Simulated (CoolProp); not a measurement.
Vapour-liquid equilibrium of R134a (1) + R1234yf (2) at 1170 kPa; x and y are mole fractions of (1).

Model: multi-fluid Helmholtz-energy mixture model, Tillner-Roth 1994 and Lemmon 2022; pair parameters Bell 2022, in CoolProp.

```
x     bubble temperature (K)  y at the bubble point  dew temperature at overall composition x (K)  liquid density (mol/L)
----  ----------------------  ---------------------  --------------------------------------------  ----------------------
0.05                   318.3                  0.056                                         318.4                   8.946
0.15                   317.7                  0.163                                         317.8                   9.132
0.25                   317.2                  0.263                                         317.3                   9.323
0.35                   316.9                  0.360                                         317.0                   9.521
0.45                   316.8                  0.454                                         316.8                   9.727
0.55                   316.8                  0.547                                         316.8                   9.940
0.65                   316.9                  0.641                                         316.9                   10.16
0.75                   317.1                  0.738                                         317.2                   10.39
0.85                   317.6                  0.838                                         317.6                   10.63
0.95                   318.1                  0.944                                         318.2                   10.88
```

y crosses x between x = 0.45 and 0.55: the model has an azeotrope there.

Pair parameters are fitted to limited data, so mixtures are less certain than the pure fluids.
